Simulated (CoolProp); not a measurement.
n-heptane along the isobar 0.563 MPa: fugacity coefficient from the reference equation and from simpler models built on Tc = 541.2 K, pc = 2.774 MPa, ω = 0.349; each cubic takes its own stable root.

The numbers come from the reference Helmholtz-energy equation of state, Span 2003 in CoolProp. It is a short technical equation, of lower accuracy than the large ones.

```
T (K)   phase  reference
-----  ------  ---------
367.7  liquid     0.1570
390.4  liquid     0.2880
413.1  liquid     0.4832
435.8  liquid     0.7521
458.5     gas     0.8708
481.2     gas     0.8918
503.8     gas     0.9085
526.5     gas     0.9221
549.2     gas     0.9332
```

Problem. How far does each simpler model (Redlich-Kwong, Peng-Robinson) lie from the reference over these 9 states: mean and median of the absolute difference, and the worst?

Solution. 
- Redlich-Kwong: mean 28.5 %, median 2.3 %, worst +102.6 % at 367.7 K and 0.563 MPa
- Peng-Robinson: mean 0.3 %, median 0.3 %, worst -0.6 % at 549.2 K and 0.563 MPa

At some of these states Redlich-Kwong gives the other phase, because its saturation line lies elsewhere.
